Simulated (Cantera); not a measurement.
Source: NASA polynomial tables (part measured, part estimated), evaluated in Cantera. Values are per mole of reaction as written; species without (g) are pure solids or liquids, kept so even where they would boil at 1 bar.

0.8 Ta + O₂(g) = 0.4 Ta₂O₅

```tsv
T (K)	ΔH° (kJ)	ΔS° (J/K)	ΔG° (kJ)	log10 K
500	-816.8	-177.1	-728.2	76.08
700	-814.4	-173.0	-693.2	51.73
900	?	?	?	?
1100	-808.4	-166.3	-625.4	29.70
1300	?	?	?	?
1500	?	?	?	?
1700	-798.3	-159.0	-528.0	16.22
1900	-794.9	-157.1	-496.4	13.65
```

Problem. What belongs in the gaps?

Solution. 
- 900, ΔH° (kJ): -811.5
- 900, ΔS° (J/K): -169.4
- 900, ΔG° (kJ): -659.0
- 900, log10 K: 38.25
- 1300, ΔH° (kJ): -805.1
- 1300, ΔS° (J/K): -163.5
- 1300, ΔG° (kJ): -592.5
- 1300, log10 K: 23.80
- 1500, ΔH° (kJ): -801.7
- 1500, ΔS° (J/K): -161.1
- 1500, ΔG° (kJ): -560.0
- 1500, log10 K: 19.50
